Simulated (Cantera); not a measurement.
Charge: 1 mol SiHCl₃, 0.15 mol NH₃, 18 mol N₂, equilibrated at 0.000240 bar.

Method: chemical equilibrium by Gibbs-energy minimisation in Cantera with the NASA 1993 tables (ideal gas, pure condensed phases). Candidate condensed phases: NH₄Cl, Si, Si₃N₄; 28 gas species. The tables' values for SiCl₃, SiCl are old estimates; treat these amounts as uncertain. Equilibrium is a limit: real reactors are often held back by kinetics, nucleation or transport.

x: gas mole fraction; n: condensed amount in mol.

| T (K) | x N₂ | x HCl | x SiCl₂ | x H₂ | x SiCl₃ | x Cl | x SiCl₄ | n Si₃N₄(s) |
|---|---|---|---|---|---|---|---|---|
| 1350 | 0.892 | 0.0549 | 0.0408 | 0.00847 | 0.00276 | 7.64e-5 | (withheld) | 0.0337 |
| 1375 | 0.892 | 0.0510 | 0.0445 | 0.0103 | 0.00209 | 9.22e-5 | (withheld) | 0.0159 |
| 1400 | 0.891 | 0.0472 | 0.0475 | 0.0121 | 0.00157 | 0.000111 | (withheld) | 0 |
| 1425 | 0.891 | 0.0475 | 0.0478 | 0.0120 | 0.00133 | 0.000157 | (withheld) | 0 |
| 1450 | 0.891 | 0.0477 | 0.0480 | 0.0118 | 0.00114 | 0.000218 | (withheld) | 0 |
| 1475 | 0.891 | 0.0479 | 0.0482 | 0.0117 | 0.000969 | 0.000300 | (withheld) | 0 |
| 1500 | 0.891 | 0.0480 | 0.0484 | 0.0117 | 0.000829 | 0.000407 | (withheld) | 0 |
| 1525 | 0.890 | 0.0480 | 0.0485 | 0.0116 | 0.000710 | 0.000545 | (withheld) | 0 |
| 1550 | 0.890 | 0.0479 | 0.0486 | 0.0116 | 0.000610 | 0.000721 | (withheld) | 0 |
| 1575 | 0.890 | 0.0478 | 0.0486 | 0.0116 | 0.000526 | 0.000945 | (withheld) | 0 |
| 1600 | 0.890 | 0.0477 | 0.0487 | 0.0117 | 0.000454 | 0.00122 | (withheld) | 0 |

Problem. Complete the blanks.

Solution. 
- 1350, x SiCl₄: 0.000929
- 1375, x SiCl₄: 0.000449
- 1400, x SiCl₄: 0.000220
- 1425, x SiCl₄: 0.000146
- 1450, x SiCl₄: 9.81e-5
- 1475, x SiCl₄: 6.62e-5
- 1500, x SiCl₄: 4.51e-5
- 1525, x SiCl₄: 3.09e-5
- 1550, x SiCl₄: 2.14e-5
- 1575, x SiCl₄: 1.49e-5
- 1600, x SiCl₄: 1.04e-5
